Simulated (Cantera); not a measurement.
A Cantera script and its output.

```python
import numpy as np
import cantera as ct

gas = ct.Solution("gri30.yaml")
gas.TPX = 1250, 13332, {'N2O': 1, 'O2': 0.51}
inlet = ct.Reservoir(gas, clone=True)

reactor = ct.IdealGasConstPressureReactor(gas, energy="off", clone=False)
exhaust = ct.Reservoir(gas, clone=True)
tau = [29, 5.5, 1.1, 0.2, 0.038, 0.0072, 0.0014, 0.00026][0]
for a, b in ((inlet, reactor), (reactor, exhaust)):
    ct.MassFlowController(a, b, mdot=lambda t: reactor.mass / tau)
net = ct.ReactorNet([reactor])
show = ['N2O', 'O2', 'NO', 'O', 'N2', 'NO2']

rows = []
print(f"{'tau/s':>10s}{'T/K':>9s}" + "".join(f"{s:>11s}" for s in show))
for tau in [29, 5.5, 1.1, 0.2, 0.038, 0.0072, 0.0014, 0.00026]:
    net.initial_time = 0.0
    net.advance(30 * tau)
    before = gas.X
    net.advance(40 * tau)
    drift = np.max(np.abs(gas.X - before) / (gas.X + 1e-9))
    rows.append([gas.T, *gas[show].X, drift])
    print(f"{tau:10.3e}{gas.T:9.1f}" + "".join(f"{x:11.3e}" for x in gas[show].X))
```

It prints:

```
     tau/s      T/K        N2O         O2         NO          O         N2        NO2
 2.900e+01   1250.0  8.392e-02  4.579e-01  4.720e-02  2.913e-06  4.108e-01  7.850e-05
 5.500e+00   1250.0  2.721e-01  4.170e-01  3.557e-02  3.570e-06  2.753e-01  5.595e-05
 1.100e+00   1250.0  5.115e-01  3.682e-01  1.414e-02  3.773e-06  1.062e-01  2.099e-05
 2.000e-01   1250.0  6.284e-01  3.446e-01  3.198e-03  3.820e-06  2.385e-02  3.970e-06
 3.800e-02   1250.0  6.555e-01  3.391e-01  6.349e-04  3.824e-06  4.730e-03  4.338e-07
 7.200e-03   1250.0  6.610e-01  3.380e-01  1.206e-04  3.801e-06  9.011e-04  2.434e-08
 1.400e-03   1250.0  6.620e-01  3.378e-01  2.275e-05  3.681e-06  1.729e-04  9.719e-10
 2.600e-04   1250.0  6.622e-01  3.378e-01  3.608e-06  3.142e-06  2.997e-05  2.553e-11
```

Model: GRI-Mech 3.0 (53 species, 325 reactions), integrated in Cantera. GRI-Mech 3.0 was tuned for natural gas; its chemistry of N2O as a main component is partial and can be far from experiment. The mechanism lacks the step 2 NO + O2 → 2 NO2, which can matter for NO2 below about 1400 K. The temperature is held fixed by assumption; the heat of reaction is taken as removed at once.
